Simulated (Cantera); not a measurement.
Charge: 1 mol TiO₂, a varied amount of H₂, held at 26.0 Pa.

Method: chemical equilibrium by Gibbs-energy minimisation in Cantera with the NASA 1993 tables (ideal gas, pure condensed phases). Candidate condensed phases: H₂O, Ti, TiO, TiO₂, Ti₂O₃, Ti₃O₅, Ti₄O₇; 12 gas species. Mutual solubility and eutectic melting of coexisting phases are not modelled. Condensed phases not in the tables: Magnéli phases beyond Ti₄O₇. Rates play no part.

**Question.** What condenses at these points (T in K, n(H₂) in mol): (1198, 330); (1348, 330); (1748, 330); (1248, 580); (1198, 330); (1198, 580); (1748, 580); (1198, 21)?

**Answer.** 
| T (K) | n(H₂) in mol | condensed phases | Ti condensed (%) |
|---|---|---|---|
| 1198 | 330 | Ti₄O₇ | 100.0 |
| 1348 | 330 | Ti₃O₅ + Ti₄O₇ | 100.0 |
| 1748 | 330 | Ti₂O₃ + Ti₃O₅ | 99.8 |
| 1248 | 580 | Ti₄O₇ | 100.0 |
| 1198 | 330 | Ti₄O₇ | 100.0 |
| 1198 | 580 | Ti₄O₇ | 100.0 |
| 1748 | 580 | Ti₂O₃ | 99.6 |
| 1198 | 21 | TiO₂ + Ti₄O₇ | 100.0 |
